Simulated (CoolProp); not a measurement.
Properties of tetrahydrofuran along the isobar 2.35 MPa (Tc = 267.0 °C, pc = 5.304 MPa, ω = 0.234).

Computed with CoolProp (reference Helmholtz-energy equation of state, Fiedler 2023).

```json
[
 {"T (°C)": "50.65", "phase": "liquid", "cp (kJ/(kg K))": "1.817", "speed of sound (m/s)": "1169"},
 {"T (°C)": "74.35", "phase": "liquid", "cp (kJ/(kg K))": "1.913", "speed of sound (m/s)": "1062"},
 {"T (°C)": "98.05", "phase": "liquid", "cp (kJ/(kg K))": "2.016", "speed of sound (m/s)": "958.0"},
 {"T (°C)": "121.65", "phase": "liquid", "cp (kJ/(kg K))": "2.124", "speed of sound (m/s)": "856.8"},
 {"T (°C)": "145.35", "phase": "liquid", "cp (kJ/(kg K))": "2.243", "speed of sound (m/s)": "755.8"},
 {"T (°C)": "168.95", "phase": "liquid", "cp (kJ/(kg K))": "2.380", "speed of sound (m/s)": "653.1"},
 {"T (°C)": "192.65", "phase": "liquid", "cp (kJ/(kg K))": "2.559", "speed of sound (m/s)": "543.1"},
 {"T (°C)": "216.35", "phase": "gas", "cp (kJ/(kg K))": "2.184", "speed of sound (m/s)": "183.9"},
 {"T (°C)": "239.95", "phase": "gas", "cp (kJ/(kg K))": "2.151", "speed of sound (m/s)": "201.1"}
]
```
